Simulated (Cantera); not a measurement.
A Cantera script and what it prints.

```python
import numpy as np
import cantera as ct

gas_names = """
    CL CL2 H HCL H2 N NH NH2 NH3 N2 N2H2 N2H4 Si SiCL SiCL2 SiCL3 SiCL4 SiH SiHCL3 SiH2 SiH2CL2 SiH3
    SiH3CL SiH4 SiN Si2 Si2N Si3
""".split()
cond_names = """
    NH4CL(a) NH4CL(b) Si(cr) Si(L) Si3N4(a)
""".split()


# ... load() reads the species with a 1 bar reference pressure and builds the phases ...
atoms = {
    'Si2Cl6': {'Si': 2, 'CL': 6},
    'NH3': {'N': 1, 'H': 3},
    'N2': {'N': 2},
}
top_T = {'Si3N4(a)': 2400}  # K; cautious upper limits of use, not melting points


# ... equilibrate(T, P, feed) seeds the gas with the atoms and calls Mixture.equilibrate('TP', solver="vcs", rtol=1e-11, max_steps=5000) ...
results = []
feed = {'Si2Cl6': 1, 'NH3': 0.52, 'N2': 1.5}  # mol
T = 1275  # K
P = 2700  # Pa
mix = equilibrate(T, P, feed)
results.append((T, P, feed, dict(zip(mix.species_names, mix.species_moles))))
print(gas.report(threshold=0.0001))
for i in range(1, mix.n_phases):
    print(f"{mix.phase(i).name:16s} {mix.phase_moles(i):12.5e} mol")
```

Output:

```
       temperature   1275 K
          pressure   2700 Pa
           density   0.018811 kg/m^3
  mean mol. weight   73.858 kg/kmol
   phase of matter   gas

                          1 kg             1 kmol
                     ---------------   ---------------
          enthalpy       -2.4604e+06       -1.8172e+08  J
   internal energy        -2.604e+06       -1.9232e+08  J
           entropy            4723.9         3.489e+05  J/K
    Gibbs function       -8.4834e+06       -6.2656e+08  J
 heat capacity c_p            761.77             56263  J/K
 heat capacity c_v            649.19             47948  J/K

                      mass frac. Y      mole frac. X     chem. pot. / RT
                     ---------------   ---------------   ---------------
               HCL             0.151           0.30589           -38.433
                H2         0.0013397          0.049082           -24.769
                N2           0.12313           0.32463           -30.264
             SiCL2         0.0062498         0.0046633           -63.259
             SiCL3          0.026654          0.014643           -89.308
             SiCL4           0.68807           0.29914           -115.36
            SiHCL3          0.003553         0.0019375           -101.69
     [  +21 minor]        4.9303e-06        8.0245e-06

Si(cr)            0.00000e+00 mol
Si3N4(a)          2.56318e-01 mol
```

Equilibrium computed with Cantera from the NASA thermochemical tables; the gas is ideal and each condensed phase is pure. The feed counts by its element totals alone. The tables' values for SiCl3 are old estimates; treat these amounts as uncertain.
